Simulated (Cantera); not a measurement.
An isothermal, constant-pressure homogeneous reactor starts with 0.0365 % CO, 0.731 % O₂, 0.0287 % H₂O, 99.2 % N₂, equivalence ratio 0.025, at 1398 K and 22000 Pa.

Computed with Cantera and GRI-Mech 3.0 (53 species, 325 reactions).

x: mole fraction; the columns are a selection and need not sum to one.

```tsv
t (s)	x CO	x O₂	x H₂O	x H₂	x NO₂
9.00e-5	0.000365	0.00731	0.000287	<1e-12	<1e-12
0.000418	0.000365	0.00731	0.000287	<1e-12	<1e-12
0.00194	0.000365	0.00731	0.000287	<1e-12	<1e-12
0.00900	0.000365	0.00731	0.000287	5.66e-12	<1e-12
0.0418	0.000365	0.00731	0.000287	1.06e-9	<1e-12
0.194	[?]	0.00711	0.000267	[?]	3.81e-11
0.900	1.01e-6	0.00712	0.000284	1.48e-7	4.82e-10
4.18	[?]	0.00713	0.000286	[?]	4.09e-10
19.4	1.14e-8	0.00713	0.000287	3.97e-9	2.35e-10
90.0	8.80e-9	0.00713	0.000287	3.19e-9	2.18e-10
```

### Question
Complete the blanks.

### Answer

- 0.194, x CO: 8.99e-5
- 0.194, x H₂: 2.25e-6
- 4.18, x CO: 5.40e-8
- 4.18, x H₂: 1.51e-8
